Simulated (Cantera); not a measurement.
## Diamond growth

A diamond (100) surface in a fixed gas of H2 with x(CH4) = 0.011, x(H) = 0.0023, at 1073 K, 61.5 Torr; coverages are run to steady state.

Detailed kinetics in Cantera: the Harris–Goodwin 1993 mechanism for the reconstructed diamond (100) surface.

```
x(CH3)   growth (µm/h)  θ c6HH  θ c6H*  θ c6*H   θ c6**    θ c6HM
-------  -------------  ------  ------  ------  -------  --------
1e-06           0.0456   0.537  0.0251   0.423   0.0149  0.000136
2.8e-06          0.128   0.536  0.0251   0.423   0.0149  0.000381
7.6e-06          0.346   0.536  0.0250   0.423   0.0149   0.00103
2.1e-05          0.953   0.534  0.0250   0.422   0.0148   0.00285
5.8e-05           2.61   0.531  0.0248   0.418   0.0147   0.00779
0.00016           7.02   0.521  0.0243   0.410   0.0142    0.0210
0.00044           18.1   0.495  0.0230   0.388   0.0131    0.0542
0.0012            42.4   0.439  0.0202   0.342   0.0107     0.127
0.0034            85.3   0.340  0.0153   0.258  0.00675     0.257
```
θ: site fractions in the mechanism's names (c6HH fully hydrogenated, c6H* and c6*H radical sites, c6** diradical, c6HM methylated).
